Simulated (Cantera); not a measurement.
Input (Python, Cantera):

```python
import numpy as np
import cantera as ct

gas = ct.Solution("gri30.yaml")
gas.TPX = 550, 330000, {'CH4': 1, 'C2H6': 0.43, 'C3H8': 1.5, 'O2': 13.9, 'N2': 52.4, 'H2O': 14}
flame = ct.FreeFlame(gas, width=0.017)
flame.set_refine_criteria(ratio=3, slope=0.08, curve=0.16)
flame.transport_model = "mixture-averaged"
flame.solve(loglevel=0, auto=True)
z, T = flame.grid, flame.T
thick = (T[-1] - T[0]) / np.gradient(T, z).max()
show = ['CH4', 'C2H6', 'C3H8', 'CH2O', 'C2H2', 'H2O']
print(f"laminar burning velocity  {flame.velocity[0] * 100:.3f} cm/s")
print(f"burnt temperature         {T[-1]:.1f} K")
print(f"thermal thickness         {thick * 1e3:.4f} mm")
print(f"grid points               {len(z)}")
z0 = z[flame.heat_release_rate.argmax()]
print(f"{'z/mm':>9s}{'T/K':>9s}{'u/(m/s)':>9s}" + "".join(f"{s:>11s}" for s in show))
rows = []
for k in (-3, -2, -1.5, -1, -0.5, -0.25, 0, 0.25, 0.5, 1, 2, 4, 8):
    zz = z0 + k * thick
    rows.append([k * thick, np.interp(zz, z, T), np.interp(zz, z, flame.velocity),
                 *(np.interp(zz, z, flame.X[gas.species_index(s)]) for s in show)])
    print(f"{rows[-1][0] * 1e3:9.3f}{rows[-1][1]:9.1f}{rows[-1][2]:9.3f}" + "".join(f"{x:11.3e}" for x in rows[-1][3:]))
```

Result:

```
laminar burning velocity  34.936 cm/s
burnt temperature         1933.0 K
thermal thickness         0.2334 mm
grid points               137
     z/mm      T/K  u/(m/s)        CH4       C2H6       C3H8       CH2O       C2H2        H2O
   -0.700    550.7    0.350  1.200e-02  5.163e-03  1.801e-02  5.479e-07  5.677e-08  1.682e-01
   -0.467    556.4    0.354  1.192e-02  5.151e-03  1.799e-02  7.258e-06  7.253e-07  1.690e-01
   -0.350    573.1    0.365  1.173e-02  5.117e-03  1.793e-02  3.293e-05  3.217e-06  1.711e-01
   -0.233    653.7    0.419  1.094e-02  4.898e-03  1.744e-02  2.073e-04  1.985e-05  1.795e-01
   -0.117    973.5    0.632  8.027e-03  3.488e-03  1.256e-02  1.091e-03  1.196e-04  2.074e-01
   -0.058   1281.1    0.842  5.120e-03  1.643e-03  4.782e-03  1.310e-03  2.563e-04  2.320e-01
    0.000   1593.4    1.052  1.432e-03  8.586e-05  1.016e-04  3.244e-04  3.413e-04  2.552e-01
    0.058   1743.5    1.145  8.130e-05  1.032e-07  2.284e-08  1.975e-05  3.927e-05  2.636e-01
    0.117   1811.1    1.184  2.608e-06  7.658e-11  2.310e-12  7.051e-07  1.311e-06  2.665e-01
    0.233   1874.1    1.220  5.282e-09  1.743e-15  7.525e-19  1.551e-09  3.212e-09  2.698e-01
    0.467   1912.9    1.243  1.006e-12  9.842e-21  4.265e-27  1.552e-12  2.235e-12  2.727e-01
    0.933   1928.8    1.252  1.817e-14  1.878e-26 -1.594e-39  1.452e-13  2.904e-15  2.741e-01
    1.867   1932.7    1.254  6.381e-15  3.926e-27  1.080e-40  4.263e-14  1.667e-17  2.745e-01
```

Cantera simulation using GRI-Mech 3.0 (53 species, 325 reactions); the numbers are that mechanism's predictions, not measurements. GRI-Mech 3.0 was tuned for natural gas; its chemistry of propane as a main component is partial and can be far from experiment. Burning velocities carry a grid error of a few per cent, more on coarse grids.
